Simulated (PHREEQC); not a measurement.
PHREEQC input (Pitzer model, pitzer.dat):

```
SOLUTION 1
  temp 25
  units mol/kgw
  pH 7 charge
  K 4.71
  Cl 0.41
SOLUTION 2
  temp 25
  units mol/kgw
  pH 7 charge
  S(6) 0.0051
  Na 0.00575
  Cl 0.00015
END
SELECTED_OUTPUT 1
  -reset false
  -pH true
  -pe true
  -ionic_strength true
  -water true
  -totals Cl K Na S
  -molalities H+ Na+ K+ Cl- SO4-2 OH- HSO4-
  -equilibrium_phases Arcanite Glaserite Halite Mirabilite Misenite Sylvite Thenardite
PRINT
  -reset false
MIX 1
  1 1
  2 0
EQUILIBRIUM_PHASES 1
  Arcanite 0 0
  Glaserite 0 0
  Halite 0 0
  Mirabilite 0 0
  Misenite 0 0
  Sylvite 0 0
  Thenardite 0 0
END
# ... the last block is repeated for the other 10 points of share of solution B
```

Selected output (columns that matter, 11 of 11 rows; share of solution B added in front):

```
share of solution B	pH	mu	Cl	K	Na	S	m_H+	m_Na+	m_K+	m_Cl-	m_SO4-2	m_OH-	m_HSO4-
0	15.141	4.71	0.41	4.71	0	0	3.2371e-15	0	4.71	0.41	0	4.3	0
0.1	15.007	4.2401	0.36901	4.239	0.000575	0.00051	4.1255e-15	0.000575	4.239	0.36901	0.00051	3.8695	1.3466e-18
0.2	14.87	3.7701	0.32802	3.7679	0.00115	0.00102	5.2622e-15	0.00115	3.7679	0.32802	0.00102	3.439	4.5e-18
0.3	14.731	3.3002	0.28704	3.2969	0.001725	0.00153	6.7315e-15	0.001725	3.2969	0.28704	0.00153	3.0085	1.133e-17
0.4	14.587	2.8302	0.24605	2.8259	0.0022999	0.0020399	8.6619e-15	0.0022999	2.8259	0.24605	0.0020399	2.5781	2.5671e-17
0.5	14.435	2.3603	0.20507	2.3549	0.0028749	0.0025499	1.1266e-14	0.0028749	2.3549	0.20507	0.0025499	2.1476	5.5842e-17
0.6	14.271	1.8904	0.16408	1.8839	0.0034498	0.0030598	1.4936e-14	0.0034498	1.8839	0.16408	0.0030598	1.7172	1.217e-16
0.7	14.085	1.4205	0.1231	1.4129	0.0040248	0.0035698	2.052e-14	0.0040248	1.4129	0.1231	0.0035698	1.2867	2.7847e-16
0.8	13.855	0.95062	0.082115	0.94194	0.0045997	0.0040797	3.037e-14	0.0045997	0.94194	0.082115	0.0040797	0.85626	7.2609e-16
0.9	13.514	0.48073	0.041132	0.47096	0.0051746	0.0045897	5.5204e-14	0.0051746	0.47096	0.041132	0.0045897	0.42583	2.7233e-15
1	2.4888	0.013646	0.00015	0	0.00575	0.0051	0.0036981	0.00575	0	0.00015	0.0041981	3.5269e-12	0.00090194
```

In brines, pH and single-ion activities rest on the MacInnes convention.
